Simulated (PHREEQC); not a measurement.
PHREEQC input (ion-association model, phreeqc.dat):

```
SOLUTION_SPECIES
  SO4-2 + 9 H+ + 8 e- = HS- + 4 H2O  # shut off: sulfate is not reduced
    -log_k -100
    -delta_h 0
    -analytic -100
SOLUTION 1
  temp 25
  units mol/kgw
  pH 7 charge
  S(6) 0.092
  Na 0.184
END
SELECTED_OUTPUT 1
  -reset false
  -pH true
  -pe true
  -ionic_strength true
  -water true
  -totals Na S S(-2) S(6) Oxg
  -molalities H+ Na+ SO4-2 OH- HSO4- S-2 HS- H2S NaOH NaSO4-
USER_PUNCH 1
  -headings p_Oxg(g) phi_Oxg(g) p_H2O(g) phi_H2O(g) density
  10 PUNCH PR_P("Oxg(g)"), PR_PHI("Oxg(g)"), PR_P("H2O(g)"), PR_PHI("H2O(g)"), RHO
PRINT
  -reset false
USE solution 1
REACTION_TEMPERATURE 1
  20
GAS_PHASE 1
  -fixed_pressure
  -pressure 200
  -temperature 20
  -volume 20
  Oxg(g) 200
  H2O(g) 0
END
# ... the last block is repeated for the other 7 points of T (°C)
```

Selected output (columns that matter, 8 of 8 rows; T (°C) added in front):

```
T (°C)	pH	mu	Na	S	Oxg	m_H+	m_Na+	m_SO4-2	m_OH-	p_Oxg(g)	phi_Oxg(g)	p_H2O(g)	phi_H2O(g)	density
20	7.2244	0.24306	0.18438	0.092191	0.17929	7.5204e-08	0.16762	0.075433	1.9422e-07	199.87	0.86759	0.12704	0.21059	1.0194
30	7.088	0.2416	0.18457	0.092283	0.15539	1.0327e-07	0.16694	0.074658	3.0447e-07	199.8	0.88584	0.19747	0.24375	1.0162
40	6.971	0.24047	0.18482	0.092411	0.13891	1.3563e-07	0.16644	0.074029	4.6505e-07	199.7	0.90215	0.30001	0.27692	1.0124
50	6.872	0.23966	0.18517	0.092587	0.12755	1.7102e-07	0.16612	0.073536	6.9475e-07	199.55	0.91674	0.44595	0.30968	1.008
60	6.7893	0.23918	0.18565	0.092824	0.11989	2.0776e-07	0.166	0.073178	1.0182e-06	199.35	0.92982	0.64925	0.34168	1.0031
70	6.7214	0.23905	0.18627	0.093137	0.11503	2.4399e-07	0.16609	0.072956	1.467e-06	199.07	0.94156	0.92691	0.37264	0.99771
80	6.6671	0.2393	0.18709	0.093546	0.11236	2.7786e-07	0.16642	0.072875	2.0818e-06	198.7	0.95212	1.2991	0.4023	0.99188
90	6.6251	0.23997	0.18814	0.094072	0.1115	3.0774e-07	0.16702	0.072947	2.9128e-06	198.21	0.96163	1.7896	0.43049	0.98564
```

Species that the database lacks are ignored. At this temperature some constants are extrapolated from 25 °C, and those without enthalpy data are left unchanged.
